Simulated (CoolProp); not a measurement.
Vapour-liquid equilibrium of cyclohexane (1) + n-nonane (2) at 406 K; x and y are mole fractions of (1).

Values from CoolProp's multi-fluid Helmholtz-energy mixture model, Zhou 2014 and Lemmon 2006; pair parameters Bell 2016.

```tsv
x	bubble pressure (MPa)	y at the bubble point	dew pressure at overall composition x (MPa)	liquid density (mol/L)
0.05	0.07742	0.237	0.06428	…
0.2	0.1226	…	0.07441	5.290
0.35	0.1670	0.742	…	5.648
0.5	0.2132	0.840	0.1080	6.055
0.65	0.2622	0.908	0.1386	6.518
0.8	0.3143	0.956	0.1917	7.048
0.95	0.3681	0.991	0.3069	7.661
```

Q: What belongs in the gaps?

A: 
- 0.05, liquid density (mol/L): 4.972
- 0.2, y at the bubble point: 0.581
- 0.35, dew pressure at overall composition x (MPa): 0.08820

No azeotrope shows between x = 0.05 and 0.95.

Pair parameters are fitted to limited data, so mixtures are less certain than the pure fluids.
